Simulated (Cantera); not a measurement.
A Cantera script and what it prints.

```python
import numpy as np
import cantera as ct

gas_names = [...]  # 110 gases of nasa_gas.yaml made of C, H, N
cond_names = """
    C(gr) C6H6(L) C7H8(L) C8H18(L),n-octa
""".split()


# ... load() reads the species with a 1 bar reference pressure and builds the phases ...
atoms = {
    'C6H6': {'C': 6, 'H': 6},
    'NH3': {'N': 1, 'H': 3},
    'H2': {'H': 2},
}
top_T = {'C(gr)': 4500}  # K; cautious upper limits of use, not melting points


# ... equilibrate(T, P, feed) seeds the gas with the atoms and calls Mixture.equilibrate('TP', solver="vcs", rtol=1e-11, max_steps=5000) ...
results = []
feed = {'C6H6': 1, 'NH3': 0.088, 'H2': 6.6}  # mol
P = 2400000  # Pa
for T in [2000, 2250, 2500, 2750, 3000, 3250, 3500, 3750, 4000, 4250, 4500, 4750, 5000]:
    mix = equilibrate(T, P, feed)
    results.append((T, P, feed, dict(zip(mix.species_names, mix.species_moles))))

top = {s: max(r[3][s] / sum(r[3][g] for g in gas_names) for r in results) for s in gas_names}
cols = sorted((s for s in top if top[s] > 0.001), key=lambda s: -top[s])[:6]
seen = [c for c in cond_names if any(r[3].get(c, 0) > 1e-12 for r in results)]
print("log10 of partial pressures in bar; condensed amounts in mol")
print(f"{'T/K':>10s}" + "".join(f"{s[:9]:>10s}" for s in cols + seen))
for T, P, feed, n in results:
    ng = sum(n[g] for g in gas_names)
    print(f"{T:10.4g}" + "".join(f"{np.log10(max(n[s] / ng * P / 1e5, 1e-99)):10.3f}" for s in cols)
          + "".join(f"{n.get(c, 0):10.4g}" for c in seen))
```

Result:

```
log10 of partial pressures in bar; condensed amounts in mol
       T/K        H2         H C2H2,acet       C2H         C        C3     C(gr)
      2000     1.373    -2.102    -1.741    -6.944   -10.517   -10.557     5.877
      2250     1.373    -1.443    -1.102    -5.319    -8.439    -8.187     5.856
      2500     1.369    -0.915    -0.597    -4.025    -6.779    -6.304     5.713
      2750     1.357    -0.486    -0.193    -2.973    -5.423    -4.773     5.372
      3000     1.335    -0.134     0.129    -2.105    -4.295    -3.506     4.716
      3250     1.295     0.154     0.379    -1.384    -3.342    -2.441     3.604
      3500     1.231     0.387     0.563    -0.783    -2.527    -1.534     1.859
      3750     1.153     0.578     0.640    -0.335    -1.851    -0.841         0
      4000     1.103     0.754     0.555    -0.105    -1.346    -0.493         0
      4250     1.036     0.898     0.417     0.045    -0.920    -0.248         0
      4500     0.949     1.013     0.218     0.114    -0.567    -0.106         0
      4750     0.841     1.101    -0.039     0.112    -0.275    -0.053         0
      5000     0.710     1.163    -0.345     0.051    -0.034    -0.067         0
```

These are equilibrium values from Cantera (NASA tables, ideal gas, pure condensed phases), not measurements of a reactor.
